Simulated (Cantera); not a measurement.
An isothermal, constant-pressure homogeneous reactor starts with 68.5 % NO, 24.0 % N2, 7.53 % H2O, at 2123 K and 0.0540 bar.

Model: GRI-Mech 3.0 (53 species, 325 reactions), integrated in Cantera.

Predict: x(NO) at 4.00 s; x(O) at 4.00 s; x(O2) at 4.00 s; x(N2) at 4.00 s; x(N2O) at 4.00 s.


```json
{
  "x(NO) at 4.00 s": "0.0301 (gas-phase equilibrium 0.0113)",
  "x(O) at 4.00 s": "0.00401 (gas-phase equilibrium 0.00406)",
  "x(O2) at 4.00 s": "0.322 (gas-phase equilibrium 0.332)",
  "x(N2) at 4.00 s": "0.565 (gas-phase equilibrium 0.574)",
  "x(N2O) at 4.00 s": "2.50e-7 (gas-phase equilibrium 1.26e-7)"
}
```
